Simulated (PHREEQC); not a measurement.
0.24 g of hydrous ferric oxide (600 m²/g; 0.2 weak and 0.005 strong sites per Fe, Dzombak-Morel constants, diffuse double layer) in 1 kg of water with 0.05 mol/kgw of an inert sodium salt and 0.0016 mmol/kgw H3BO3, at 25 °C; the pH is set by adding NaOH or the inert anion's acid. Oxygen is held at 0.21 atm. The system is closed to CO2. No solid was allowed to form.

The numbers come from PHREEQC with the ion-association model, wateq4f.dat.

```json
[
 {"pH": "3", "B sorbed (%)": "0.0", "surface charge σ (C/m²)": "0.357", "surface potential ψ (mV)": "169"},
 {"pH": "3.38", "B sorbed (%)": "0.0", "surface charge σ (C/m²)": "0.342", "surface potential ψ (mV)": "167"},
 {"pH": "3.75", "B sorbed (%)": "0.0", "surface charge σ (C/m²)": "0.317", "surface potential ψ (mV)": "164"},
 {"pH": "4.12", "B sorbed (%)": "0.1", "surface charge σ (C/m²)": "0.281", "surface potential ψ (mV)": "158"},
 {"pH": "4.5", "B sorbed (%)": "0.1", "surface charge σ (C/m²)": "0.238", "surface potential ψ (mV)": "149"},
 {"pH": "4.88", "B sorbed (%)": "0.1", "surface charge σ (C/m²)": "0.194", "surface potential ψ (mV)": "139"},
 {"pH": "5.25", "B sorbed (%)": "0.1", "surface charge σ (C/m²)": "0.154", "surface potential ψ (mV)": "127"},
 {"pH": "5.62", "B sorbed (%)": "0.1", "surface charge σ (C/m²)": "0.119", "surface potential ψ (mV)": "114"},
 {"pH": "6.38", "B sorbed (%)": "0.2", "surface charge σ (C/m²)": "0.064", "surface potential ψ (mV)": "84"},
 {"pH": "6.75", "B sorbed (%)": "0.2", "surface charge σ (C/m²)": "0.045", "surface potential ψ (mV)": "67"},
 {"pH": "7.12", "B sorbed (%)": "0.2", "surface charge σ (C/m²)": "0.030", "surface potential ψ (mV)": "50"},
 {"pH": "7.5", "B sorbed (%)": "0.2", "surface charge σ (C/m²)": "0.017", "surface potential ψ (mV)": "31"},
 {"pH": "7.88", "B sorbed (%)": "0.2", "surface charge σ (C/m²)": "0.006", "surface potential ψ (mV)": "12"},
 {"pH": "8.25", "B sorbed (%)": "0.2", "surface charge σ (C/m²)": "-0.004", "surface potential ψ (mV)": "-7"},
 {"pH": "8.62", "B sorbed (%)": "0.1", "surface charge σ (C/m²)": "-0.014", "surface potential ψ (mV)": "-26"},
 {"pH": "9", "B sorbed (%)": "0.1", "surface charge σ (C/m²)": "-0.026", "surface potential ψ (mV)": "-45"}
]
```

Complexes and solids missing from the database can't appear. The oxide is taken as insoluble; below pH 4 it would dissolve.
